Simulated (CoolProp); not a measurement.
Computed with CoolProp (reference Helmholtz-energy equation of state, Zhou 2012).

### Question
For m-xylene, give the phase and the cv (kJ/(kg K)), isothermal compressibility (1/MPa), viscosity (µPa s) at 620 K and 2210 kPa; 620 K and 19900 kPa.

### Answer
- 620 K and 2210 kPa: gas; cv 2.22, isothermal compressibility 0.663, viscosity 14.4
- 620 K and 19900 kPa: supercritical; cv 2.23, isothermal compressibility 0.00717, viscosity 92.6

Viscosity comes from a separate model (Cao 2016).
